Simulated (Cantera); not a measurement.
A Cantera script and what it prints.

```python
import numpy as np
import cantera as ct

gas_names = """
    Electron H H+ H- HO2 H2 H2+ H2- H2O H2O+ H2O2 H2S H2SO4 H3O+ O O+ O- OH OH+ OH- O2 O2+ O2- O3 S S+
    S- SH SO SO2 SO3 S2 S2O S8
""".split()
cond_names = """
    H2O(s) H2O(L) H2SO4(L) S(cr1) S(cr2) S(L)
""".split()


# ... load() reads the species with a 1 bar reference pressure and builds the phases ...
atoms = {
    'H2S': {'H': 2, 'S': 1},
    'H2': {'H': 2},
    'O2': {'O': 2},
}
top_T = {}  # K; cautious upper limits of use, not melting points


# ... equilibrate(T, P, feed) seeds the gas with the atoms and calls Mixture.equilibrate('TP', solver="vcs", rtol=1e-11, max_steps=5000) ...
results = []
feed = {'H2S': 1, 'H2': 0.41, 'O2': 1.2}  # mol
P = 10000  # Pa
for T in [2500, 3000, 3500, 4000, 4500, 5000]:
    mix = equilibrate(T, P, feed)
    results.append((T, P, feed, dict(zip(mix.species_names, mix.species_moles))))
    x = sorted(zip(gas.X, gas.species_names), reverse=True)
    print(f"T = {T:g} K  P = {P:g} Pa  gas = {mix.phase_moles(0):.4g} mol")
    print("   x: " + "  ".join(f"{s} {v:.3e}" for v, s in x if v > 0.0001))
    print("   condensed (mol): " + ("  ".join(f"{mix.phase(i).name} {mix.phase_moles(i):.4g}"
          for i in range(1, mix.n_phases) if mix.phase_moles(i) > 1e-12) or "none"))
```

Result:

```
T = 2500 K  P = 10000 Pa  gas = 2.434 mol
   x: H2O 3.608e-01  SO2 2.436e-01  H2 1.890e-01  SO 1.195e-01  H 3.457e-02  S 1.477e-02  OH 1.367e-02  S2 1.136e-02  SH 8.028e-03  O 1.645e-03  O2 1.288e-03  H2S 1.268e-03  S2O 4.187e-04
   condensed (mol): none
T = 3000 K  P = 10000 Pa  gas = 3.084 mol
   x: H 1.905e-01  H2O 1.753e-01  SO 1.493e-01  H2 1.456e-01  SO2 1.290e-01  OH 7.619e-02  O 6.108e-02  S 3.613e-02  O2 2.910e-02  SH 5.360e-03  S2 2.040e-03  H2S 2.007e-04
   condensed (mol): none
T = 3500 K  P = 10000 Pa  gas = 4.923 mol
   x: H 4.004e-01  O 2.600e-01  S 1.014e-01  SO 8.297e-02  OH 5.124e-02  H2 4.597e-02  O2 2.781e-02  H2O 1.278e-02  SO2 1.242e-02  SH 3.640e-03  S2 1.305e-03
   condensed (mol): none
T = 4000 K  P = 10000 Pa  gas = 5.953 mol
   x: H 4.450e-01  O 3.621e-01  S 1.487e-01  SO 1.689e-02  OH 1.129e-02  H2 7.793e-03  O2 5.920e-03  SH 1.160e-03  S2 4.245e-04  H2O 3.383e-04  SO2 3.175e-04
   condensed (mol): none
T = 4500 K  P = 10000 Pa  gas = 6.164 mol
   x: H 4.511e-01  O 3.812e-01  S 1.585e-01  SO 3.140e-03  OH 2.629e-03  H2 1.702e-03  O2 1.174e-03  SH 3.492e-04  S2 1.103e-04
   condensed (mol): none
T = 5000 K  P = 10000 Pa  gas = 6.206 mol
   x: H 4.525e-01  O 3.846e-01  S 1.600e-01  OH 7.838e-04  SO 7.571e-04  H2 4.951e-04  O2 3.016e-04  Electron 1.779e-04  S+ 1.777e-04  SH 1.264e-04
   condensed (mol): none
```

Equilibrium computed with Cantera from the NASA thermochemical tables; the gas is ideal and each condensed phase is pure.
